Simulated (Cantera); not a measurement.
Charge: 1 mol SiC, 0.0075 mol Si, 0.15 mol H2, held at 2675 K and 1.00 bar.

These are equilibrium values from Cantera (NASA tables, ideal gas, pure condensed phases), not measurements of a reactor. Candidate condensed phases: C, C6H6, C7H8, C8H18, Si, SiC; 87 gas species. Mutual solubility and eutectic melting of coexisting phases are not modelled. Gases not in the tables: Si2H6 and higher silanes. Kinetics and transport are ignored.

Base state: H2 0.922, H 0.0496, Si 0.0161, Si2C 0.00350, SiH 0.00319, C2H2 (acetylene) 0.00246, SiH2 0.00170, SiC2 0.000826 (mole fractions); condensed: Si(l) + SiC(s).

Question: What changes in the equilibrium state with this change: temperature from 2675 K to 2323.15 K?

Answer: 
```tsv
species	before	after
H2	0.922	0.987
H	0.0496	0.0108
Si	0.0161	0.00114
C2H	1.34e-5	5.88e-8
SiC2	0.000826	4.00e-6
Si2C	0.00350	9.96e-5
Si2	0.000547	2.29e-5
Si(l), mol	0.00435	0.00721
SiC(s), mol	0.998	1.000
```

Question: What changes in the equilibrium state with this change: 0.12 mol NH3 added?

Answer: 
```tsv
species	before	after
H2	0.922	0.773
N2	0	0.139
H	0.0496	0.0454
HCN	0	0.0123
Si	0.0161	0.0161
HNC	0	0.00174
SiN	0	0.000474
Si(l), mol	0.00435	0.00447
SiC(s), mol	0.998	0.990
```
The tables' values for SiN are old estimates; treat these amounts as uncertain. Further candidate phases: Si3N4.

Question: What changes in the equilibrium state with this change: temperature from 2675 K to 1723.15 K?

Answer: 
| species | before | after |
|---|---|---|
| H2 | 0.922 | 1.000 |
| H | 0.0496 | 0.000183 |
| SiH2 | 0.00170 | 1.70e-5 |
| Si | 0.0161 | 9.86e-7 |
| SiC2 | 0.000826 | <1e-9 |
| Si2C | 0.00350 | 6.82e-9 |
| Si2 | 0.000547 | 4.67e-9 |
| Si(l), mol | 0.00435 | 0.00750 |
| SiC(s), mol | 0.998 | 1.000 |
